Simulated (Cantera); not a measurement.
# Equilibrium for tantalum, niobium, vanadium and zirconium in process gases: Zr + N2 + H2

Feed: 1 mol Zr, 37 mol N2, 2.6 mol H2, at 1650 K and 44.0 Pa.

Method: chemical equilibrium by Gibbs-energy minimisation in Cantera with the NASA 1993 tables (ideal gas, pure condensed phases). Candidate condensed phases: Zr, ZrN; 11 gas species. ZrN: taken at fixed stoichiometry. Rates play no part.

The x(N2) is 0.933 and the x(H2) is 0.0659. The x(H) comes out as 0.00111 and the n(ZrN(s)) is 1.00 mol. The gas amount comes out as 39.12 mol and the log10 activity of Zr(β) (absent) is -5.05.
